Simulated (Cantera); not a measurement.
Charge: 1 mol SF6, 0.053 mol O2, at 750 K and 46.0 bar.

Cantera equilibrium calculation (NASA polynomials, part measured and part estimated; ideal gas, pure solids and liquids). Candidate condensed phases: S; 25 gas species. The ideal-gas law is rough above about 30 bar. Equilibrium is a limit: real reactors are often held back by kinetics, nucleation or transport.

Base state: SF6 0.950, O2 0.0503 (mole fractions); condensed: gas only.

**Question.** What changes in the equilibrium state with this change: SF6 replaced by CS2?

**Answer.** 
```csv
species,before,after
CO2,0,0.727
COS,0,0.239
CS2,0,0.0188
SF6,0.950,0
O2,0.0503,<1e-9
S8,<1e-9,0.00782
CO,0,0.00533
S2,<1e-9,0.00162
"C(graphite), mol",0,0.938
"S(l), mol",0,1.98
```
Gases not in the tables: S3 to S7. Further candidate phases: C.
